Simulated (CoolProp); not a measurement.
Vapour-liquid equilibrium of dimethyl carbonate (1) + n-octane (2) at 98.65 °C; x and y are mole fractions of (1).

Values from CoolProp's multi-fluid Helmholtz-energy mixture model, Zhou 2011 and Beckmüller 2019; pair parameters Bell 2016.

**Question.** Give the bubble pressure and the first vapour's composition at x = 0.35, 0.425, 0.575. Is there an azeotrope?

**Answer.** x = 0.35: 0.1185 MPa, y = 0.708; x = 0.425: 0.1240 MPa, y = 0.734; x = 0.575: 0.1308 MPa, y = 0.771. y crosses x between x = 0.8 and 0.875: the model has an azeotrope there.

Pair parameters are fitted to limited data, so mixtures are less certain than the pure fluids. With so large a gap from Raoult's law the liquid may split in two, which this calculation doesn't test in full.
